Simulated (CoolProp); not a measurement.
Model: reference Helmholtz-energy equation of state, Gao 2022, in CoolProp.

Q: Give the vapour pressure (bar), vapour density (kg/m³), enthalpy of vaporisation (kJ/kg), liquid cp (kJ/(kg K)) of saturated n-perfluoropentane at -10.45 °C.

A: 
```csv
T (°C),p (bar),vapour density (kg/m³),enthalpy of vaporisation (kJ/kg),liquid cp (kJ/(kg K))
-10.45,0.179,2.40,101,0.978
```
